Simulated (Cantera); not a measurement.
A closed system holds: 1 mol SiCl4, 3.1 mol HCl, 14 mol H2, held at 852 °C and 10000 Pa.

Method: chemical equilibrium by Gibbs-energy minimisation in Cantera with the NASA 1993 tables (ideal gas, pure condensed phases). Candidate condensed phases: Si; 19 gas species. The tables' values for SiCl3 are old estimates; treat these amounts as uncertain. Rates play no part.

Question: What is the equilibrium state?

Answer: 
* **x(H2)**: 0.768
* **x(HCl)**: 0.176
* **x(SiCl4)**: 0.0501
* **x(SiHCl3)**: 0.00379
* **x(SiCl3)**: 0.000990
* **x(SiCl2)**: 0.000241
* **x(SiH2Cl2)**: 3.52e-5
* **gas amount**: 18.11 mol
* **log10 activity of Si(s) (absent)**: -2.55
